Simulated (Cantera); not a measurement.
A closed system holds: 1 mol Ta, 0.011 mol O2, 25 mol H2, equilibrated at 3.80 bar.

Equilibrium computed with Cantera from the NASA thermochemical tables; the gas is ideal and each condensed phase is pure. Candidate condensed phases: H2O, Ta, Ta2O5; 12 gas species. Condensed phases not in the tables: N, O or C dissolved in the metal. The numbers say what is thermodynamically allowed, not how fast it happens.

Task: At 2350 °C, list the 4 most abundant gas species with their mole fractions, and the condensed phases.

Result: H2 0.978, H 0.0214, H2O 0.000848, TaO 1.13e-5. Condensed: Ta(s).
